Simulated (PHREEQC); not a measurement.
**Acid mine or pickling water (model solution)**

A made-up water analysis in mg/L, 20 °C, pH 3.38, pe 11.4: Na 60; K 0.112; Ca 238; Mg 22.6; Cl 46.4; S(6) as SO4 751; F 0.0493.

Cl is adjusted to close the charge balance.
Valence states are taken as typed.

Equilibrium calculation in PHREEQC: ion-association model, phreeqc.dat.

Precipitation was switched off in this run.

### Question
Predict the ionic strength, specific conductance.

### Answer
ionic strength 0.0245 mol/kgw; specific conductance 1450 µS/cm.

### Question
In which forms is K present?

### Answer
K+ 98 %, KSO4- 2.1 % of the K.

Complexes and solids missing from the database can't appear.
